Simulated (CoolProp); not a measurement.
Vapour-liquid equilibrium of isohexane (1) + n-hexane (2) at 1.67 bar; x and y are mole fractions of (1).

Model: multi-fluid Helmholtz-energy mixture model, Lemmon 2006 and Thol 2019; pair parameters Bell 2016, in CoolProp.

```tsv
x	bubble temperature, mixture model (K)	bubble temperature, Raoult's law (K)	y, mixture model	y, Raoult's law
0.05	358.2	358.2	0.063	0.063
0.2	356.6	356.8	0.241	0.242
0.35	355.2	355.4	0.406	0.408
0.5	353.8	354.1	0.558	0.561
0.65	352.6	352.8	0.699	0.704
0.8	351.4	351.6	0.832	0.837
0.95	350.3	350.4	0.959	0.961
```

The largest gap from Raoult's law is -0.3 K in bubble temperature, at x = 0.5. No azeotrope shows between x = 0.05 and 0.95.

Pair parameters are fitted to limited data, so mixtures are less certain than the pure fluids.
